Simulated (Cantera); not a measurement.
A perfectly stirred reactor is fed with NH₃ : N₂ = 1 : 7.9 (molar parts), at 101000 Pa; it is held at 2375 K, and followed from long to short residence time.

Model: the gas-phase N/H chemistry of the illustrative SiF4/NH3 mechanism in the Surface Chemkin manual (1991), integrated in Cantera. Walls and surfaces, which speed up NH3 decomposition in real reactors, are not modelled.

x: mole fraction; the columns are a selection and need not sum to one.

```tsv
τ (s)	x NH₃	x N₂H₂	x H₂	x N₂	x N₂H₄
16	1.75e-5	5.83e-11	0.148	0.846	<1e-12
2.9	4.31e-5	3.16e-10	0.148	0.846	<1e-12
0.56	0.000125	?	0.149	0.847	5.82e-12
0.11	0.000827	?	0.149	0.848	8.11e-11
0.020	0.00672	?	0.142	0.850	1.28e-9
0.0038	0.0294	?	0.111	0.858	1.03e-8
0.00072	0.0732	?	0.0516	0.874	4.45e-8
0.00014	0.102	?	0.0127	0.884	9.89e-8
```

Problem. Fill in the missing entries.

Solution. 
- 0.56, x N₂H₂: 1.83e-9
- 0.11, x N₂H₂: 1.49e-8
- 0.020, x N₂H₂: 1.17e-7
- 0.0038, x N₂H₂: 5.83e-7
- 0.00072, x N₂H₂: 1.62e-6
- 0.00014, x N₂H₂: 2.16e-6
